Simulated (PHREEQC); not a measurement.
A solution holds 0.0087 mol/kgw KH2PO4 and 0.014 mol/kgw Na2CO3, at 20 °C. Closed to the air; pH follows from the charge balance.

All values are PHREEQC results (ion-association model, wateq4f.dat), not measurements.

Each row changes one thing in this solution. This is a speciation only: nothing precipitates in the calculation.

| case | pH | ionic strength (mol/kgw) | Na+ (mol/kgw) | HCO3- (mol/kgw) | HPO4-2 (mol/kgw) | CO3-2 (mol/kgw) | SI of Nahcolite (NaHCO3) | SI of Natron (Na2CO3:10H2O) |
|---|---|---|---|---|---|---|---|---|
| as made | 9.84 | 0.0485 | 0.0269 | 0.00871 | 0.00836 | 0.00439 | -3.20 | -4.48 |
| 0.008 mol/kgw CsOH added | 10.85 | 0.0628 | 0.0261 | 0.00191 | 0.00784 | ? | -3.89 | -4.18 |
| Na2CO3 from 0.014 to 0.007 mol/kgw | 7.70 | 0.0296 | 0.0139 | ? | 0.00708 | 2.24e-5 | -3.58 | ? |
| diluted 5-fold with water | 9.96 | ? | 0.00553 | 0.00181 | 0.00171 | 0.000934 | ? | -6.30 |
| Na2CO3 from 0.014 to 0.0154 mol/kgw | 9.93 | 0.0521 | 0.0294 | 0.00874 | 0.00833 | 0.00548 | -3.16 | -4.32 |

Problem. Complete the blanks.

Solution. 
- 0.008 mol/kgw CsOH added, CO3-2 (mol/kgw): 0.0103
- Na2CO3 from 0.014 to 0.007 mol/kgw, HCO3- (mol/kgw): 0.00667
- Na2CO3 from 0.014 to 0.007 mol/kgw, SI of Natron (Na2CO3:10H2O): -7.27
- diluted 5-fold with water, ionic strength (mol/kgw): 0.00995
- diluted 5-fold with water, SI of Nahcolite (NaHCO3): -4.49

H3PO4, which wateq4f.dat lacks, is added to it with the constant of phreeqc.dat.
